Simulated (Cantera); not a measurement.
Input: 1 mol FeS, 0.35 mol H2, a varied amount of H2O, equilibrated at 2200 K and 1000 Pa.

Equilibrium computed with Cantera from the NASA thermochemical tables; the gas is ideal and each condensed phase is pure. Candidate condensed phases: Fe, FeO, Fe(OH)2, Fe(OH)3, FeS, FeSO4, FeS2, Fe2O3, Fe2(SO4)3, Fe3O4, H2O, H2SO4, S; 22 gas species. The tables' stoichiometric FeO is somewhat more stable than real wüstite, so its field is too wide. FeO: taken at fixed stoichiometry. Rates play no part.

Question: What share of the Fe ends up in condensed phases as a function of n(H2O) (mol), at 0.87, 1.2, 1.6, 2.3, 3.1, 4.3, 6?

Answer: 
| n(H2O) (mol) | Fe condensed (%) | as |
|---|---|---|
| 0.87 | 22.5 | Fe(l) |
| 1.2 | 13.1 | FeO(l) |
| 1.6 | 17.3 | FeO(l) |
| 2.3 | 21.6 | FeO(l) |
| 3.1 | 24.9 | FeO(l) |
| 4.3 | 29.3 | FeO(l) |
| 6 | 34.4 | FeO(l) |
